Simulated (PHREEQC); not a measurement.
Make-up at 25 °C: 0.0174 mol Na2S, 0.00054 mol NaHCO3 and 0.000118 mol ZnCl2 per kg of water. Closed to the air; pH follows from the charge balance.

All values are PHREEQC results (ion-association model, phreeqc.dat), not measurements.

This is a speciation only: nothing precipitates in the calculation.

Problem. Estimate the pH.

Solution. pH 12.05.

Problem. In which forms is C present?

Solution. CO3-2 74 %, NaCO3- 25 %, HCO3- 0.8 % of the C.

The solution is supersaturated, for example in Sphalerite (slow to form), so a real one may precipitate; this is no full list. Species that the database lacks are ignored. With this much S-2 the pH rests on the database's HS-/S-2 constant; if that pK is higher, the solution is more alkaline. The database's pK near 12.9 for HS-/S-2 is now thought far too low, so its S-2 is overstated.
